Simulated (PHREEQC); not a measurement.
A made-up water analysis in mmol/kgw, 70 °C, pH 8.02:

```csv
constituent,mmol/kgw
Na,67.8
K,3.53
Ca,0.494
Mg,7.93
Cl,89.6
S(6),1.39
Alkalinity (meq/kgw),0.0923
B,0.0285
```

Valence states are taken as typed.

All values are PHREEQC results (Pitzer model, pitzer.dat), not measurements.

```
quantity          before     after
---------------  -------  --------
HCO3- (mol/kgw)  4.66e-5   8.92e-6
MgOH+ (mol/kgw)  1.55e-5   3.08e-5
MgCO3 (mol/kgw)  1.29e-6   4.92e-7
CO3-2 (mol/kgw)  1.02e-6   3.90e-7
CO2 (mol/kgw)    6.93e-7   6.65e-8
HSO4- (mol/kgw)  1.62e-9  8.12e-10
```

What was changed between the two runs?
A) Alkalinity from 0.0923 to 0.185 mmol/kgw
B) pH from 8.02 to 8.32 at the same alkalinity
C) temperature from 70 to 80 °C at the same typed pH

B, pH from 8.02 to 8.32 at the same alkalinity

Precipitation was switched off in this run. Constants without temperature data keep their 25 °C values here.
